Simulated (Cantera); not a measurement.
What does this Cantera script print?

```python
import numpy as np
import cantera as ct

gas_names = [...]  # 110 gases of nasa_gas.yaml made of C, H, O
cond_names = """
    C(gr) C6H6(L) C7H8(L) C8H18(L),n-octa H2O(s) H2O(L)
""".split()


# ... load() reads the species with a 1 bar reference pressure and builds the phases ...
atoms = {
    'C2H6': {'C': 2, 'H': 6},
    'H2O': {'H': 2, 'O': 1},
    'H2': {'H': 2},
    'O2': {'O': 2},
}
top_T = {'C(gr)': 4500}  # K; cautious upper limits of use, not melting points


# ... equilibrate(T, P, feed) seeds the gas with the atoms and calls Mixture.equilibrate('TP', solver="vcs", rtol=1e-11, max_steps=5000) ...
results = []
feed = {'C2H6': 1, 'H2O': 0.17, 'H2': 4.5, 'O2': 0.42}  # mol
T = 2000  # K
for P in [10, 160, 2500, 40000, 630000, 10000000]:
    mix = equilibrate(T, P, feed)
    results.append((T, P, feed, dict(zip(mix.species_names, mix.species_moles))))
    x = sorted(zip(gas.X, gas.species_names), reverse=True)
    print(f"T = {T:g} K  P = {P:g} Pa  gas = {mix.phase_moles(0):.4g} mol")
    print("   x: " + "  ".join(f"{s} {v:.3e}" for v, s in x if v > 0.001))
    print("   condensed (mol): " + ("  ".join(f"{mix.phase(i).name} {mix.phase_moles(i):.4g}"
          for i in range(1, mix.n_phases) if mix.phase_moles(i) > 1e-12) or "none"))
```

It prints:

```
T = 2000 K  P = 10 Pa  gas = 9.338 mol
   x: H2 7.504e-01  H 1.409e-01  CO 1.082e-01
   condensed (mol): C(gr) 0.9792
T = 2000 K  P = 160 Pa  gas = 8.846 mol
   x: H2 8.477e-01  CO 1.142e-01  H 3.743e-02
   condensed (mol): C(gr) 0.9785
T = 2000 K  P = 2500 Pa  gas = 8.722 mol
   x: H2 8.739e-01  CO 1.158e-01  H 9.615e-03
   condensed (mol): C(gr) 0.9782
T = 2000 K  P = 40000 Pa  gas = 8.689 mol
   x: H2 8.805e-01  CO 1.162e-01  H 2.413e-03
   condensed (mol): C(gr) 0.977
T = 2000 K  P = 630000 Pa  gas = 8.664 mol
   x: H2 8.800e-01  CO 1.165e-01  CH4 2.071e-03
   condensed (mol): C(gr) 0.9603
T = 2000 K  P = 1e+07 Pa  gas = 8.41 mol
   x: H2 8.481e-01  CO 1.188e-01  CH4 3.053e-02  H2O 1.181e-03
   condensed (mol): C(gr) 0.7249
```

Cantera equilibrium calculation (NASA polynomials, part measured and part estimated; ideal gas, pure solids and liquids). The ideal-gas law is rough above about 30 bar.
